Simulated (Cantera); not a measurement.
Thermodynamics of abatement and gas-phase synthesis, feed NF3 + SO2 + H2

Input: 1 mol NF3, 0.44 mol SO2, 1 mol H2, equilibrated at 3225 K and 1000 Pa.

These are equilibrium values from Cantera (NASA tables, ideal gas, pure condensed phases), not measurements of a reactor. Candidate condensed phases: H2O, H2SO4, S; 62 gas species. Equilibrium is a limit: real reactors are often held back by kinetics, nucleation or transport.

* **x(HF)**: 0.298
* **x(F)**: 0.284
* **x(O)**: 0.142
* **x(N2)**: 0.0955
* **x(H)**: 0.0858
* **x(S)**: 0.0691
* **x(SO)**: 0.0149
* **x(O2)**: 0.00374
* **x(NO)**: 0.00286
* **gas amount**: 5.156 mol
* **log10 activity of S(l) (absent)**: -4.74
